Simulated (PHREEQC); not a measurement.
Dissolve 0.21 mol/kgw H2SO4, 0.001 mol/kgw H3BO3 and 0.00012 mol/kgw MgCl2 at 50 °C. Closed to the air; pH follows from the charge balance.

All values are PHREEQC results (ion-association model, phreeqc.dat), not measurements.

```tsv
quantity	before	after
pH	0.75	1.02
ionic strength (mol/kgw)	0.245	0.131
```

Q: What was changed between the two runs?
A. H3BO3 left out
B. temperature from 50 to 15 °C
C. diluted 2-fold with water
D. H2SO4 left out
E. temperature from 50 to 80 °C

A: C, diluted 2-fold with water

Precipitation was switched off in this run. At this temperature some constants are extrapolated from 25 °C, and those without enthalpy data are left unchanged.
